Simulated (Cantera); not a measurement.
Cantera run:

```python
import numpy as np
import cantera as ct

gas_names = """
    B BH BH2 BH3 BN BO BO2 B2 B2O B2O2 B2O3 B3O3H3 H HBO HBO2 HNO HNO2 HNO3 HO2 H2 H2O H2O2 H3B3O6 N NH
    NH2 NH3 NH2OH NO NO2 NO3 N2 N2H2 N2H4 N2O O OH O2 O3
""".split()
cond_names = """
    B(b) B(L) BN(s) B2O3(L) B3O3H3(cr) H2O(s) H2O(L)
""".split()


# ... load() reads the species with a 1 bar reference pressure and builds the phases ...
atoms = {
    'borazine': {'B': 3, 'N': 3, 'H': 6},
    'O2': {'O': 2},
    'H2': {'H': 2},
}
top_T = {'BN(s)': 3200}  # K; cautious upper limits of use, not melting points


# ... equilibrate(T, P, feed) seeds the gas with the atoms and calls Mixture.equilibrate('TP', solver="vcs", rtol=1e-11, max_steps=5000) ...
results = []
feed = {'borazine': 1, 'O2': 4.3, 'H2': 1.7}  # mol
P = 19000  # Pa
for T in [773, 923, 1073, 1223, 1373, 1523, 1673, 1823, 1973, 2123, 2273, 2423]:
    mix = equilibrate(T, P, feed)
    results.append((T, P, feed, dict(zip(mix.species_names, mix.species_moles))))

top = {s: max(r[3][s] / sum(r[3][g] for g in gas_names) for r in results) for s in gas_names}
cols = sorted((s for s in top if top[s] > 0.0001), key=lambda s: -top[s])[:8]
seen = [c for c in cond_names if any(r[3].get(c, 0) > 1e-12 for r in results)]
print("log10 of partial pressures in bar; condensed amounts in mol")
print(f"{'T/K':>10s}" + "".join(f"{s[:9]:>10s}" for s in cols + seen))
for T, P, feed, n in results:
    ng = sum(n[g] for g in gas_names)
    print(f"{T:10.4g}" + "".join(f"{np.log10(max(n[s] / ng * P / 1e5, 1e-99)):10.3f}" for s in cols)
          + "".join(f"{n.get(c, 0):10.4g}" for c in seen))
```

Output:

```
log10 of partial pressures in bar; condensed amounts in mol
       T/K       H2O      HBO2        N2        H2      B2O3    H3B3O6         H        OH   B2O3(L)
       773    -0.920    -7.751    -1.332    -1.730   -17.648    -2.327   -12.907   -15.738     1.272
       923    -0.908    -5.798    -1.335    -1.733   -13.215    -2.737   -10.478   -12.588     1.411
      1073    -0.904    -4.417    -1.337    -1.735   -10.064    -3.063    -8.721   -10.318     1.457
      1223    -0.904    -3.393    -1.337    -1.735    -7.716    -3.325    -7.390    -8.604      1.47
      1373    -0.909    -2.607    -1.340    -1.738    -5.902    -3.546    -6.347    -7.266     1.445
      1523    -0.932    -1.994    -1.349    -1.747    -4.463    -3.757    -5.510    -6.206      1.32
      1673    -0.999    -1.523    -1.374    -1.773    -3.294    -4.006    -4.830    -5.374    0.9434
      1823    -1.162    -1.190    -1.432    -1.831    -2.332    -4.384    -4.279    -4.767         0
      1973    -1.157    -1.204    -1.432    -1.832    -2.251    -5.578    -3.786    -4.133         0
      2123    -1.153    -1.219    -1.433    -1.832    -2.187    -6.604    -3.361    -3.590         0
      2273    -1.153    -1.238    -1.435    -1.826    -2.137    -7.502    -2.989    -3.125         0
      2423    -1.164    -1.264    -1.441    -1.803    -2.103    -8.310    -2.653    -2.737         0
```

These are equilibrium values from Cantera (NASA tables, ideal gas, pure condensed phases), not measurements of a reactor. The feed counts by its element totals alone. Gases not in the tables: H3BO3.
